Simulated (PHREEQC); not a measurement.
A made-up water analysis in mg/kgw, 25 °C, pH 6.38, pe 9.1:

```json
[
 {"constituent": "Na", "mg/kgw": "13.7"},
 {"constituent": "K", "mg/kgw": "0.191"},
 {"constituent": "Ca", "mg/kgw": "32.8"},
 {"constituent": "Mg", "mg/kgw": "9.46"},
 {"constituent": "Cl", "mg/kgw": "73.6"},
 {"constituent": "S(6) as SO4", "mg/kgw": "16.2"},
 {"constituent": "Alkalinity as HCO3", "mg/kgw": "42.4"},
 {"constituent": "Si as SiO2", "mg/kgw": "0.0308"},
 {"constituent": "N(5) as NO3", "mg/kgw": "2.22"},
 {"constituent": "B", "mg/kgw": "0.281"},
 {"constituent": "O(0) (dissolved oxygen)", "mg/kgw": "0.026"},
 {"constituent": "Cu(2)", "mg/kgw": "0.119"}
]
```

Valence states are taken as typed.

Equilibrium calculation in PHREEQC: ion-association model, wateq4f.dat.

| quantity | before | after |
|---|---|---|
| HCO3- (mol/kgw) | 0.000686 | 0.000687 |
| CO2 (mol/kgw) | 0.000599 | 0.00120 |
| SO4-2 (mol/kgw) | 0.000147 | 0.000147 |
| CaSO4 (mol/kgw) | 1.34e-5 | 1.34e-5 |
| MgSO4 (mol/kgw) | 7.51e-6 | 7.51e-6 |
| CaHCO3+ (mol/kgw) | 5.29e-6 | 5.30e-6 |
| SI of Tenorite (CuO) | -0.93 | -1.47 |
| SI of Malachite (Cu2(OH)2CO3) | -1.35 | -2.13 |

**Question.** Which change was made?
(A) temperature from 25 to 70 °C at the same typed pH
(B) B from 0.281 to 0.141 mg/kgw
(C) pH from 6.38 to 6.08 at the same alkalinity
(D) all concentrations times 3 at the same typed pH
(E) pH from 6.38 to 5.5 at the same alkalinity

**Answer.** C, pH from 6.38 to 6.08 at the same alkalinity

No solid was allowed to form.
